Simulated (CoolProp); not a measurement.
Values from CoolProp's reference Helmholtz-energy equation of state, Lemmon 2006. It is a short technical equation, of lower accuracy than the large ones.

**Question.** Give the vapour pressure (kPa), liquid density (kg/m³), enthalpy of vaporisation (kJ/kg), surface tension (mN/m) of saturated R142b at 307.9, 310.4 K.

**Answer.** 
```csv
T (K),p (kPa),liquid density (kg/m³),enthalpy of vaporisation (kJ/kg),surface tension (mN/m)
307.9,451,1090,195,10.2
310.4,484,1080,193,9.90
```

Surface tension comes from a separate correlation (Mulero 2012).
